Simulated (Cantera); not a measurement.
An adiabatic, constant-volume homogeneous reactor starts with CH4 : O2 : N2 = 1 : 1.82 : 6.84 (molar parts), equivalence ratio 1.1, at 1400 K and 1.00 bar. Integrator tolerance rtol = 1e-08.

Computed with Cantera and GRI-Mech 3.0 (53 species, 325 reactions).

Q: What does this change do: CH4 1 to 1.4 parts?

A: 
| quantity | before | after |
|---|---|---|
| time of steepest temperature rise | 3.43 ms | 4.02 ms |
| temperature at 3.00 s | 2897 K | 2868 K |
| equilibrium temperature | 2897 K | 2868 K |
| x(CH4) at 3.00 s | <1e-12 (gas-phase equilibrium <1e-12) | 1.40e-12 (gas-phase equilibrium 1.65e-12) |
| x(O2) at 3.00 s | 0.0136 (gas-phase equilibrium 0.0136) | 0.00132 (gas-phase equilibrium 0.00132) |
| x(H) at 3.00 s | 0.0128 (gas-phase equilibrium 0.0128) | 0.0194 (gas-phase equilibrium 0.0194) |
| x(C2H) at 3.00 s | <1e-12 (gas-phase equilibrium <1e-12) | <1e-12 (gas-phase equilibrium <1e-12) |
| x(C2H4) at 3.00 s | <1e-12 (gas-phase equilibrium <1e-12) | <1e-12 (gas-phase equilibrium <1e-12) |
| x(CH2O) at 3.00 s | 1.34e-9 (gas-phase equilibrium 1.34e-9) | 7.17e-9 (gas-phase equilibrium 7.17e-9) |
| x(H2O) at 3.00 s | 0.150 (gas-phase equilibrium 0.150) | 0.154 (gas-phase equilibrium 0.154) |

Q: What does this change do: initial temperature 1400 to 1700 K?

A: 
| quantity | before | after |
|---|---|---|
| time of steepest temperature rise | 3.43 ms | 0.209 ms |
| temperature at 3.00 s | 2897 K | 2971 K |
| equilibrium temperature | 2897 K | 2971 K |
| x(CH4) at 3.00 s | <1e-12 (gas-phase equilibrium <1e-12) | <1e-12 (gas-phase equilibrium <1e-12) |
| x(O2) at 3.00 s | 0.0136 (gas-phase equilibrium 0.0136) | 0.0164 (gas-phase equilibrium 0.0164) |
| x(H) at 3.00 s | 0.0128 (gas-phase equilibrium 0.0128) | 0.0189 (gas-phase equilibrium 0.0189) |
| x(C2H) at 3.00 s | <1e-12 (gas-phase equilibrium <1e-12) | <1e-12 (gas-phase equilibrium <1e-12) |
| x(C2H4) at 3.00 s | <1e-12 (gas-phase equilibrium <1e-12) | <1e-12 (gas-phase equilibrium <1e-12) |
| x(CH2O) at 3.00 s | 1.34e-9 (gas-phase equilibrium 1.34e-9) | 1.47e-9 (gas-phase equilibrium 1.47e-9) |
| x(H2O) at 3.00 s | 0.150 (gas-phase equilibrium 0.150) | 0.138 (gas-phase equilibrium 0.138) |
